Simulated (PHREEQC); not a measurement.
A solution holds 0.039 mol HF and 0.0039 mol (CH3)4NF per kg of water, at 20 °C. Closed to the air; pH follows from the charge balance.

Model: ion-association model, phreeqc.dat, run in PHREEQC.

| quantity | before | after |
|---|---|---|
| pH | 2.42 | 2.65 |
| ionic strength (mol/kgw) | 0.00804 | 0.00631 |
| F- (mol/kgw) | 0.00715 | 0.00594 |
| HF2- (mol/kgw) | 0.000894 | 0.000366 |

Question: Name the change that produced these shifts.
(A) HF from 0.039 to 0.0195 mol/kgw
(B) diluted 10-fold with water
(C) diluted 100-fold with water
(D) HF left out
(E) (CH3)4NF left out

Answer: A, HF from 0.039 to 0.0195 mol/kgw

No solid was allowed to form. (CH3)4N+ isn't in the database: it is added as a free cation with an ion size of 4 Å.
